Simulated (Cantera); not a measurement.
Charge: 1 mol CH4, 0.042 mol NH3, 0.18 mol N2, equilibrated at 1700 °C and 30.8 Torr.

Cantera equilibrium calculation (NASA polynomials, part measured and part estimated; ideal gas, pure solids and liquids). Candidate condensed phases: C, C6H6, C7H8, C8H18; 92 gas species. Rates play no part.

Base state: H2 0.903, N2 0.0866, H 0.00633, HCN 0.00370, C2H2 (acetylene) 0.000578, HNC 0.000200, CH4 1.52e-5 (mole fractions); condensed: C(graphite).

Task: What changes in the equilibrium state with this change: pressure from 30.8 Torr to 0.195 Torr?

Result: 
```csv
species,before,after
H2,0.903,0.836
N2,0.0866,0.0835
H,0.00633,0.0765
CH4,1.52e-5,8.29e-8
C2H2 (acetylene),0.000578,0.000535
HCN,0.00370,0.00350
"C(graphite), mol",0.988,0.989
```

Task: What changes in the equilibrium state with this change: temperature from 1700 °C to 1525 °C?

Result: 
| species | before | after |
|---|---|---|
| H2 | 0.903 | 0.909 |
| N2 | 0.0866 | 0.0878 |
| HCN | 0.00370 | 0.00172 |
| H | 0.00633 | 0.00166 |
| C2H2 (acetylene) | 0.000578 | 0.000157 |
| HNC | 0.000200 | 6.50e-5 |
| C(graphite), mol | 0.988 | 0.995 |
